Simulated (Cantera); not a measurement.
Silicon nitride deposition: SiH2Cl2 + NH3

Feed: 1 mol SiH2Cl2, a varied amount of NH3, held at 727 °C and 0.133 bar.

These are equilibrium values from Cantera (NASA tables, ideal gas, pure condensed phases), not measurements of a reactor. Candidate condensed phases: NH4Cl, Si, Si3N4; 28 gas species. The tables' values for SiCl3 are old estimates; treat these amounts as uncertain. Kinetics and transport are ignored.

```json
[
 {"n(NH3) (mol)": "0.54", "x H2": "0.754", "x HCl": "0.0200", "x N2": "1.23e-10", "x SiCl4": "0.175", "x SiHCl3": "0.0465", "x SiCl3": "0.00255", "n Si(s)": "0.0758", "n Si3N4(s)": "0.135"},
 {"n(NH3) (mol)": "0.71", "x H2": "0.755", "x HCl": "0.0648", "x N2": "1.53e-7", "x SiCl4": "0.165", "x SiHCl3": "0.0136", "x SiCl3": "0.000745", "n Si(s)": "0", "n Si3N4(s)": "0.177"},
 {"n(NH3) (mol)": "0.94", "x H2": "0.647", "x HCl": "0.253", "x N2": "0.00198", "x SiCl4": "0.0959", "x SiHCl3": "0.00173", "x SiCl3": "0.000102", "n Si(s)": "0", "n Si3N4(s)": "0.232"},
 {"n(NH3) (mol)": "1.2", "x H2": "0.606", "x HCl": "0.317", "x N2": "0.0202", "x SiCl4": "0.0567", "x SiHCl3": "0.000765", "x SiCl3": "4.68e-5", "n Si(s)": "0", "n Si3N4(s)": "0.263"},
 {"n(NH3) (mol)": "1.6", "x H2": "0.599", "x HCl": "0.318", "x N2": "0.0511", "x SiCl4": "0.0317", "x SiHCl3": "0.000421", "x SiCl3": "2.59e-5", "n Si(s)": "0", "n Si3N4(s)": "0.285"},
 {"n(NH3) (mol)": "2.1", "x H2": "0.607", "x HCl": "0.295", "x N2": "0.0811", "x SiCl4": "0.0169", "x SiHCl3": "0.000245", "x SiCl3": "1.50e-5", "n Si(s)": "0", "n Si3N4(s)": "0.302"},
 {"n(NH3) (mol)": "2.8", "x H2": "0.623", "x HCl": "0.258", "x N2": "0.111", "x SiCl4": "0.00762", "x SiHCl3": "0.000130", "x SiCl3": "7.82e-6", "n Si(s)": "0", "n Si3N4(s)": "0.315"},
 {"n(NH3) (mol)": "3.7", "x H2": "0.642", "x HCl": "0.217", "x N2": "0.138", "x SiCl4": "0.00308", "x SiHCl3": "6.43e-5", "x SiCl3": "3.82e-6", "n Si(s)": "0", "n Si3N4(s)": "0.324"},
 {"n(NH3) (mol)": "4.9", "x H2": "0.663", "x HCl": "0.175", "x N2": "0.161", "x SiCl4": "0.00111", "x SiHCl3": "2.97e-5", "x SiCl3": "1.74e-6", "n Si(s)": "0", "n Si3N4(s)": "0.329"},
 {"n(NH3) (mol)": "6.4", "x H2": "0.680", "x HCl": "0.140", "x N2": "0.180", "x SiCl4": "0.000399", "x SiHCl3": "1.37e-5", "x SiCl3": "7.91e-7", "n Si(s)": "0", "n Si3N4(s)": "0.331"},
 {"n(NH3) (mol)": "8.4", "x H2": "0.695", "x HCl": "0.110", "x N2": "0.195", "x SiCl4": "0.000137", "x SiHCl3": "6.12e-6", "x SiCl3": "3.50e-7", "n Si(s)": "0", "n Si3N4(s)": "0.332"}
]
```
x: gas mole fraction; n: condensed amount in mol.

At 0.54 mol NH3 the condensed part is Si(s) + Si3N4(s). From 0.71 mol NH3 to 8.4 mol NH3 the condensed part is Si3N4(s). The main Si-bearing gas is SiCl4 throughout. The share of Si in condensed phases is highest at 8.4 mol NH3 (99.7 %) and lowest at 0.54 mol NH3 (48.1 %).
